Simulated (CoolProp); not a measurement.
Properties of R124 at several states.

The numbers come from the reference Helmholtz-energy equation of state, de Vries 1995 in CoolProp.

| T (K) | p (bar) | phase | Z | cv (kJ/(kg K)) | isothermal compressibility (1/MPa) | expansivity (1/kK) | viscosity (µPa s) |
|---|---|---|---|---|---|---|---|
| 222.8 | 178 | liquid | 0.8113 | 0.6914 | ___ | 1.506 | 861 |
| 336.1 | 4.83 | gas | 0.9133 | ___ | 2.284 | 4.061 | 14.6 |
| 216.3 | 84.7 | liquid | ___ | 0.6848 | 0.001099 | 1.584 | 866 |
| 351 | 0.771 | gas | 0.9888 | 0.7396 | 13.12 | 2.960 | 15.2 |
| 419.1 | 1.72 | gas | 0.9865 | 0.8277 | 5.894 | 2.501 | 18.1 |
| 357.3 | 98.4 | liquid | 0.3744 | 0.8273 | ___ | 3.025 | 160 |

What belongs in the gaps?


- 222.8, isothermal compressibility (1/MPa): 0.001048
- 336.1, cv (kJ/(kg K)): 0.7390
- 216.3, Z: 0.3976
- 357.3, isothermal compressibility (1/MPa): 0.007143

Viscosity comes from a separate model (Bell 2016), an estimate that may be off by 10 % or more.
